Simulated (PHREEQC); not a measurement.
Dissolve 30 mmol/kgw FeCl3, 1.3 mmol/kgw H2SO4 and 0.64 mmol/kgw Na2SO4 at 25 °C. Closed to the air; pH follows from the charge balance.

Equilibrium calculation in PHREEQC: ion-association model, wateq4f.dat.

This is a speciation only: nothing precipitates in the calculation.

Question: Order these Cl species by the share of Cl that they hold, largest first: FeCl+2, Cl-, FeCl2+.

Answer: Cl- (89 %), FeCl+2 (9.2 %), FeCl2+ (2.1 %)

Question: Order these Fe species by the share of Fe that they hold, largest first: FeSO4+, Fe2(OH)2+4, Fe+3, FeCl+2, FeOH+2.

Answer: Fe+3 (34 %), FeCl+2 (28 %), Fe2(OH)2+4 (16 %), FeOH+2 (11 %), FeSO4+ (5.2 %)

The pH is 2.03 and the ionic strength 0.140 mol/kgw. The solution is supersaturated, for example in Hematite (slow to form), Goethite (slow to form), so a real one may precipitate; this is no full list.
